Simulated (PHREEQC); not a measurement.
Model water analysis in mg/L, 20 °C, pH 3.46, pe 8.4:

```
constituent   mg/L
-----------  -----
Na            49.2
K              122
Ca             304
Mg             265
Cl             413
S(6) as SO4   1520
Zn           0.694
```

Cl is adjusted to close the charge balance.
Valence states are taken as typed.

The numbers come from PHREEQC with the ion-association model, wateq4f.dat.

Question: The ionic strength comes out as 0.0547 mol/kgw. What activity coefficients do Cl-, HSO4-, KSO4-, Mg+2, SO4-2 get?

Answer: Cl- 0.81, HSO4- 0.82, KSO4- 0.82, Mg+2 0.48, SO4-2 0.45.

Precipitation was switched off in this run.
